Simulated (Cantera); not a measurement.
A perfectly stirred reactor is fed with N₂O : N₂ = 1 : 0.11 (molar parts), at 5700 Pa; it is held at 1350 K, and followed from long to short residence time.

Cantera simulation using GRI-Mech 3.0 (53 species, 325 reactions); the numbers are that mechanism's predictions, not measurements. GRI-Mech 3.0 was tuned for natural gas; its chemistry of N2O as a main component is partial and can be far from experiment. The mechanism lacks the step 2 NO + O2 → 2 NO2, which can matter for NO2 below about 1400 K. The temperature is held fixed by assumption; the heat of reaction is taken as removed at once.

x: mole fraction; the columns are a selection and need not sum to one.

```
τ (s)   x N₂O   x N₂      x O  x NO₂      x NO      x O₂
------  -----  -----  -------  -----  --------  --------
0.51    0.681  0.230  1.42e-5      ?    0.0260    0.0627
0.22    0.791  0.165  1.43e-5      ?    0.0131    0.0314
0.098   0.848  0.130  1.43e-5      ?   0.00625    0.0150
0.043   0.877  0.113  1.43e-5      ?   0.00283   0.00680
0.019   0.890  0.105  1.42e-5      ?   0.00127   0.00305
0.0083  0.896  0.102  1.42e-5      ?  0.000555   0.00133
0.0037  0.899  0.100  1.40e-5      ?  0.000246  0.000589
```

Question: What belongs in the gaps?

Answer: 
- 0.51, x NO₂: 1.26e-5
- 0.22, x NO₂: 5.68e-6
- 0.098, x NO₂: 2.30e-6
- 0.043, x NO₂: 7.87e-7
- 0.019, x NO₂: 2.28e-7
- 0.0083, x NO₂: 5.48e-8
- 0.0037, x NO₂: 1.21e-8
